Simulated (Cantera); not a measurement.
# Equilibrium for silicon carbide growth: (CH3)2SiCl2 + C2H4 + H2

Feed: 1 mol (CH3)2SiCl2, 0.02 mol C2H4, 900 mol H2, at 13000 Pa.

Equilibrium computed with Cantera from the NASA thermochemical tables; the gas is ideal and each condensed phase is pure. Candidate condensed phases: C, C6H6, C7H8, C8H18, Si, SiC; 109 gas species. The feed counts by its element totals alone. Gases not in the tables: Si2H6 and higher silanes. Rates play no part.

At 1250 K the condensed part is SiC(s). From 1400 K to 1850 K the condensed part is C(graphite) + SiC(s). From 2000 K to 2150 K the condensed part is SiC(s). The main Si-bearing gas is SiCl2 at 1250 K and Si at 2150 K.

| T (K) | x H2 | x H | x HCl | x CH4 | x C2H2 (acetylene) | x Si | x SiH | n SiC(s) | n C(graphite) |
|---|---|---|---|---|---|---|---|---|---|
| 1250 | 0.997 | 1.34e-6 | 0.00221 | 0.00115 | 1.65e-7 | <1e-12 | <1e-12 | 1.000 | 0 |
| 1400 | 0.997 | 1.35e-5 | 0.00221 | 0.000558 | 2.51e-6 | 3.04e-11 | 5.46e-11 | 1.000 | 0.530 |
| 1550 | 0.997 | 8.72e-5 | 0.00221 | 0.000263 | 1.60e-5 | 2.25e-9 | 2.13e-9 | 1.000 | 0.772 |
| 1700 | 0.997 | 0.000408 | 0.00221 | 0.000142 | 7.32e-5 | 7.74e-8 | 4.31e-8 | 0.999 | 0.778 |
| 1850 | 0.996 | 0.00149 | 0.00221 | 8.44e-5 | 0.000260 | 1.49e-6 | 5.32e-7 | 0.997 | 0.492 |
| 2000 | 0.993 | 0.00449 | 0.00220 | 4.68e-5 | 0.000565 | 2.13e-5 | 5.20e-6 | 0.967 | 0 |
| 2150 | 0.985 | 0.0116 | 0.00217 | 2.29e-5 | 0.000729 | 0.000256 | 4.49e-5 | 0.660 | 0 |
x: gas mole fraction; n: condensed amount in mol.
